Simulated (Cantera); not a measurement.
A Cantera script and what it prints.

```python
import numpy as np
import cantera as ct

gas_names = """
    CH4 H2 C2H2,acetylene C2H6 H C2H4
""".split()
cond_names = """
    C(gr)
""".split()


# ... load() reads the species with a 1 bar reference pressure and builds the phases ...
species = {s.name: s for s in load("nasa_gas.yaml", gas_names) + load("nasa_condensed.yaml", cond_names)}
# Each term lists the table entries of one substance; the one whose range holds T is used.
reactions = {
    '2 CH4(g) = 3 H2(g) + C2H2(g)':
        [(-2, ['CH4']), (3, ['H2']), (1, ['C2H2,acetylene'])],
    '2 C2H6(g) = C + 3 CH4(g)':
        [(-2, ['C2H6']), (1, ['C(gr)']), (3, ['CH4'])],
    '2 H(g) + C2H2(g) = C2H4(g)':
        [(-2, ['H']), (-1, ['C2H2,acetylene']), (1, ['C2H4'])],
}


def pick(names, T):
    return next(species[n] for n in names if species[n].thermo.min_temp <= T <= species[n].thermo.max_temp)


results = []
for label, terms in reactions.items():
    print(label)
    print("     T/K   dH/kJ  dS/(J/K)   dG/kJ   log10 K")
    for T in [300, 848, 998, 1148, 1298, 1448, 1598, 1748, 1898]:
        used = [(nu, pick(names, T)) for nu, names in terms]
        dH = sum(nu * s.thermo.h(T) for nu, s in used) / 1e6
        dS = sum(nu * s.thermo.s(T) for nu, s in used) / 1e3
        dG = dH - T * dS / 1e3
        logK = -dG * 1e6 / (ct.gas_constant * T * np.log(10))
        results.append((label, T, dH, dS, dG, logK, [s.name for _, s in used]))
        print(f"{T:8g} {dH:8.1f} {dS:8.1f} {dG:8.1f} {logK:8.2f}")
```

Result:

```
2 CH4(g) = 3 H2(g) + C2H2(g)
     T/K   dH/kJ  dS/(J/K)   dG/kJ   log10 K
     300    377.5    220.6    311.3   -54.21
     848    400.7    268.3    173.2   -10.67
     998    403.2    271.0    132.7    -6.94
    1148    404.4    272.2     91.9    -4.18
    1298    404.7    272.4     51.1    -2.06
    1448    404.2    272.0     10.2    -0.37
    1598    403.0    271.3    -30.5     1.00
    1748    401.3    270.3    -71.1     2.13
    1898    399.1    269.1   -111.6     3.07
2 C2H6(g) = C + 3 CH4(g)
     T/K   dH/kJ  dS/(J/K)   dG/kJ   log10 K
     300    -56.1    106.5    -88.0    15.32
     848    -56.7    106.6   -147.1     9.06
     998    -57.2    106.1   -163.0     8.53
    1148    -57.5    105.8   -178.9     8.14
    1298    -57.5    105.8   -194.8     7.84
    1448    -57.2    106.0   -210.7     7.60
    1598    -56.6    106.4   -226.6     7.41
    1748    -55.8    106.9   -242.6     7.25
    1898    -54.6    107.5   -258.7     7.12
2 H(g) + C2H2(g) = C2H4(g)
     T/K   dH/kJ  dS/(J/K)   dG/kJ   log10 K
     300   -611.8   -211.3   -548.4    95.48
     848   -628.6   -245.4   -420.5    25.90
     998   -631.3   -248.3   -383.4    20.07
    1148   -633.4   -250.3   -346.0    15.74
    1298   -635.1   -251.7   -308.4    12.41
    1448   -636.5   -252.7   -270.6     9.76
    1598   -637.6   -253.5   -232.6     7.60
    1748   -638.6   -254.0   -194.5     5.81
    1898   -639.3   -254.4   -156.4     4.30
```

Source: NASA polynomial tables (part measured, part estimated), evaluated in Cantera. Condensed species are held in their standard states even where they would react or evaporate.
